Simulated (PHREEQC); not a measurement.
0.012 g of hydrous ferric oxide (600 m²/g; 0.2 weak and 0.005 strong sites per Fe, Dzombak-Morel constants, diffuse double layer) in 1 kg of water with 0.005 mol/kgw of an inert sodium salt and 9.5e-07 mol MgCl2, at 25 °C; the pH is set by adding NaOH or the inert anion's acid. O2 is buffered at 0.21 atm. No CO2 enters from the air. Precipitation was switched off in this run.

The series has 13 steps of pH, from 4 to 10.

Model: ion-association model, wateq4f.dat, run in PHREEQC.

**Question.** Near which pH is half of the Mg sorbed, and on which side is more sorbed?

**Answer.** Near pH 8.8, with more sorbed at higher pH.

Species that the database lacks are ignored.
